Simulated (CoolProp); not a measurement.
The fluoroketone C6F12O (FK-5-1-12) along the isotherm 357.2 K: density (kg/m³) from the reference equation and from simpler models built on Tc = 441.8 K, pc = 18.69 bar, ω = 0.471; each cubic takes its own stable root.

The numbers come from the reference Helmholtz-energy equation of state, McLinden 2015 in CoolProp.

```
p (bar)   phase  reference
-------  ------  ---------
18.7     liquid       1421
37.4     liquid       1439
56.1     liquid       1455
74.8     liquid       1469
93.5     liquid       1482
112      liquid       1494
131      liquid       1505
150      liquid       1516
168      liquid       1525
187      liquid       1534
```

### Question
How far does each simpler model (van der Waals, Redlich-Kwong, Soave-Redlich-Kwong, Peng-Robinson) lie from the reference over these 10 states: mean and median of the absolute difference, and the worst?

### Answer
- van der Waals: mean 34.4 %, median 33.6 %, worst -39.4 % at 357.2 K and 18.7 bar
- Redlich-Kwong: mean 10.0 %, median 9.3 %, worst -15.5 % at 357.2 K and 18.7 bar
- Soave-Redlich-Kwong: mean 6.3 %, median 5.9 %, worst -9.1 % at 357.2 K and 18.7 bar
- Peng-Robinson: mean 5.3 %, median 5.6 %, worst +6.7 % at 357.2 K and 187 bar
